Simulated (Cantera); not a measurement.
Input (Python, Cantera) and output of one run.

```python
import numpy as np
import cantera as ct

gas_names = """
    H HO2 H2 H2O H2O2 O OH O2 O3 Si SiH SiH2 SiH3 SiH4 SiO SiO2 Si2 Si3
""".split()
cond_names = """
    H2O(s) H2O(L) Si(cr) Si(L) SiO2(Lqz) SiO2(hqz) SiO2(L)
""".split()


def load(file, names, dense=False):
    # The tables refer to 1 bar. Condensed volumes are neglected.
    table = {s.name: s for s in ct.Species.list_from_file(file)}
    out = []
    for n in names:
        d = dict(table[n].input_data)
        d["thermo"] = dict(d["thermo"], **{"reference-pressure": 1e5})
        if dense:
            d["equation-of-state"] = {"model": "constant-volume", "density": "1e6 g/cm^3"}
        out.append(ct.Species.from_dict(d))
    return out


gas = ct.Solution(thermo="ideal-gas", species=load("nasa_gas.yaml", gas_names))
cond = {s.name: ct.Solution(thermo="fixed-stoichiometry", species=[s], name=s.name)
        for s in load("nasa_condensed.yaml", cond_names, dense=True)}
atoms = {
    'Si2H6': {'Si': 2, 'H': 6},
    'H2O': {'H': 2, 'O': 1},
    'H2': {'H': 2},
}
top_T = {}  # K; cautious upper limits of use, not melting points


def equilibrate(T, P, feed):
    n = {}
    for name, mol in feed.items():
        for a, k in atoms[name].items():
            n[a] = n.get(a, 0.0) + k * mol
    gas.TPX = T, P, n
    mass = sum(n.values()) * gas.mean_molecular_weight
    gas.equilibrate("TP")
    valid = [c for c in cond.values() if c.min_temp <= T <= top_T.get(c.name, c.max_temp)]
    mix = ct.Mixture([(gas, mass / gas.mean_molecular_weight)] + [(c, 0.0) for c in valid])
    mix.T, mix.P = T, P
    mix.equilibrate("TP", solver="vcs", rtol=1e-11, max_steps=5000)
    return mix


results = []
feed = {'Si2H6': 1, 'H2O': 0.17, 'H2': 0.97}  # mol
T = 1050  # K
P = 100000  # Pa
mix = equilibrate(T, P, feed)
results.append((T, P, feed, dict(zip(mix.species_names, mix.species_moles))))
print(gas.report(threshold=0.0001))
for i in range(1, mix.n_phases):
    print(f"{mix.phase(i).name:16s} {mix.phase_moles(i):12.5e} mol")
```

Output:

```
       temperature   1050 K
          pressure   1e+05 Pa
           density   0.023092 kg/m^3
  mean mol. weight   2.016 kg/kmol
   phase of matter   gas

                          1 kg             1 kmol
                     ---------------   ---------------
          enthalpy        1.1012e+07        2.2201e+07  J
   internal energy        6.6817e+06         1.347e+07  J
           entropy             83191        1.6771e+05  J/K
    Gibbs function       -7.6338e+07        -1.539e+08  J
 heat capacity c_p             15080             30401  J/K
 heat capacity c_v             10956             22087  J/K

                      mass frac. Y      mole frac. X     chem. pot. / RT
                     ---------------   ---------------   ---------------
                H2           0.99999                 1           -17.628
     [  +17 minor]        7.5944e-06        4.8455e-07

Si(cr)            1.91500e+00 mol
SiO2(hqz)         8.50000e-02 mol
```

These are equilibrium values from Cantera (NASA tables, ideal gas, pure condensed phases), not measurements of a reactor. The feed counts by its element totals alone. Mutual solubility and eutectic melting of coexisting phases are not modelled.
